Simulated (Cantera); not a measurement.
A closed system holds: 1 mol Cu, 0.2 mol CO₂, 1.3 mol H₂, equilibrated at 1798.15 K.

These are equilibrium values from Cantera (NASA tables, ideal gas, pure condensed phases), not measurements of a reactor. Candidate condensed phases: C, C₆H₆, C₇H₈, C₈H₁₈, Cu, CuO, Cu(OH)₂, Cu₂O, H₂O; 113 gas species. Kinetics and transport are ignored.

Question: Which condensed phases are stable at each of these points (P (Pa)): 10, 61, 370, 2200, 13000, 82000, 500000, 3000000?

Answer: 
```tsv
P (Pa)	condensed phases	Cu condensed (%)
10	gas only	0.0
61	gas only	0.0
370	Cu(l)	74.7
2200	Cu(l)	96.3
13000	Cu(l)	99.4
82000	Cu(l)	99.9
500000	Cu(l)	100.0
3000000	Cu(l)	100.0
```

From 0.0750 Torr to 0.458 Torr nothing is condensed. From 2.78 Torr to 22500 Torr the condensed part is Cu(l).
